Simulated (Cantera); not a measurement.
Transport properties of process gases

Gas mixture: N2O = 0.83 (molar parts), at 4730 Torr, frozen composition.

Cantera's kinetic-theory transport with the Lennard-Jones parameters of GRI-Mech 3.0, ideal gas; thermal conductivity in the multicomponent form. The composition is frozen, though it would react at the higher temperatures.

| T (K) | ρ (kg/m³) | cp (J/kg/K) | μ (µPa s) | λ (mW/m/K) | Pr | D (cm²/s) H | D (cm²/s) O | D (cm²/s) OH |
|---|---|---|---|---|---|---|---|---|
| 400 | 8.34 | 970.3 | 19.5 | 25.3 | 0.746 | 0.267 | 0.0675 | 0.0660 |
| 500 | 6.67 | 1043 | 23.6 | 33.0 | 0.745 | 0.399 | 0.0999 | 0.0977 |
| 600 | 5.56 | 1101 | 27.3 | 40.4 | 0.744 | 0.551 | 0.137 | 0.134 |
| 700 | 4.76 | 1150 | 30.8 | 47.7 | 0.743 | 0.722 | 0.178 | 0.174 |
| 800 | 4.17 | 1192 | 34.0 | 54.7 | 0.742 | 0.909 | 0.224 | 0.219 |
| 900 | 3.71 | 1227 | 37.1 | 61.4 | 0.741 | 1.11 | 0.273 | 0.267 |
| 1000 | 3.33 | 1255 | 40.0 | 67.9 | 0.740 | 1.33 | 0.326 | 0.319 |
| 1100 | 3.03 | 1275 | 42.8 | 73.9 | 0.739 | 1.56 | 0.382 | 0.374 |
D: mixture-averaged diffusion coefficient of that species in the mixture.
